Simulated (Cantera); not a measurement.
**Thermodynamics of iron carbonyl, mercury and lead vapours, feed PbO + N₂**

Feed: 1 mol PbO, 0.27 mol N₂, equilibrated at 13300 Pa.

These are equilibrium values from Cantera (NASA tables, ideal gas, pure condensed phases), not measurements of a reactor. Candidate condensed phases: Pb, PbO, PbO₂, Pb₃O₄; 12 gas species. Gases not in the tables: (PbO)n polymers. Equilibrium is a limit: real reactors are often held back by kinetics, nucleation or transport.

| T (°C) | log p N₂ | log p PbO | log p Pb | log p O₂ | log p NO | log p O | log p Pb₂ | n PbO(red) | n PbO(yellow) | n PbO(l) |
|---|---|---|---|---|---|---|---|---|---|---|
| 300 | -0.88 | <-12 | <-12 | -12.62 | <-12 | <-12 | <-12 | 1.00 | 0 | 0 |
| 450 | -0.88 | -12.11 | <-12 | -12.18 | -12.47 | <-12 | <-12 | 1.00 | 0 | 0 |
| 600 | -0.88 | -8.63 | -9.27 | -9.63 | -10.06 | <-12 | <-12 | 0 | 1.00 | 0 |
| 750 | -0.88 | -6.19 | -6.92 | -7.25 | -8.07 | <-12 | <-12 | 0 | 1.000 | 0 |
| 900 | -0.88 | -4.41 | -5.19 | -5.51 | -6.60 | -10.61 | -11.56 | 0 | 0 | 1.000 |
| 1050 | -0.88 | -3.18 | -3.94 | -4.26 | -5.51 | -8.70 | -9.37 | 0 | 0 | 0.998 |
| 1200 | -0.90 | -2.21 | -2.96 | -3.27 | -4.67 | -7.19 | -7.65 | 0 | 0 | 0.984 |
| 1350 | -1.07 | -1.43 | -2.17 | -2.47 | -4.05 | -5.96 | -6.26 | 0 | 0 | 0.862 |
log p: log10 of the partial pressure in bar; n: condensed amount in mol.

From 300 °C to 450 °C the condensed part is PbO(red). From 600 °C to 750 °C the condensed part is PbO(yellow). From 900 °C to 1350 °C the condensed part is PbO(l).
